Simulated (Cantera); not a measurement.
Thermodynamics of fluorocarbon and chlorocarbon gases, feed CH3Cl + HCl

Feed: 1 mol CH3Cl, 0.27 mol HCl, equilibrated at 16.5 Torr.

Method: chemical equilibrium by Gibbs-energy minimisation in Cantera with the NASA 1993 tables (ideal gas, pure condensed phases). Candidate condensed phases: C, C6H6, C7H8, C8H18; 91 gas species. Rates play no part.

```json
[
 {"T (K)": "848", "log p HCl": "-1.91", "log p H2": "-2.02", "log p H": "-11.73", "log p Cl": "-11.62", "log p CH4": "-4.23", "log p C2H2 (acetylene)": "-13.07", "n C(graphite)": "0.994"},
 {"T (K)": "1048", "log p HCl": "-1.91", "log p H2": "-2.01", "log p H": "-9.12", "log p Cl": "-9.05", "log p CH4": "-5.26", "log p C2H2 (acetylene)": "-10.42", "n C(graphite)": "0.999"},
 {"T (K)": "1248", "log p HCl": "-1.91", "log p H2": "-2.01", "log p H": "-7.34", "log p Cl": "-7.30", "log p CH4": "-5.98", "log p C2H2 (acetylene)": "-8.63", "n C(graphite)": "1.000"},
 {"T (K)": "1448", "log p HCl": "-1.91", "log p H2": "-2.01", "log p H": "-6.04", "log p Cl": "-6.03", "log p CH4": "-6.50", "log p C2H2 (acetylene)": "-7.34", "n C(graphite)": "1.000"},
 {"T (K)": "1648", "log p HCl": "-1.91", "log p H2": "-2.01", "log p H": "-5.06", "log p Cl": "-5.06", "log p CH4": "-6.90", "log p C2H2 (acetylene)": "-6.36", "n C(graphite)": "1.000"},
 {"T (K)": "1848", "log p HCl": "-1.91", "log p H2": "-2.01", "log p H": "-4.28", "log p Cl": "-4.30", "log p CH4": "-7.21", "log p C2H2 (acetylene)": "-5.60", "n C(graphite)": "0.999"},
 {"T (K)": "2048", "log p HCl": "-1.92", "log p H2": "-2.02", "log p H": "-3.66", "log p Cl": "-3.69", "log p CH4": "-7.46", "log p C2H2 (acetylene)": "-5.00", "n C(graphite)": "0.998"},
 {"T (K)": "2248", "log p HCl": "-1.95", "log p H2": "-2.03", "log p H": "-3.15", "log p Cl": "-3.21", "log p CH4": "-7.68", "log p C2H2 (acetylene)": "-4.51", "n C(graphite)": "0.993"}
]
```
log p: log10 of the partial pressure in bar; n: condensed amount in mol.

From 848 K to 2248 K the condensed part is C(graphite). The main C-bearing gas is CH4 at 848 K and C2H2 (acetylene) at 2248 K.
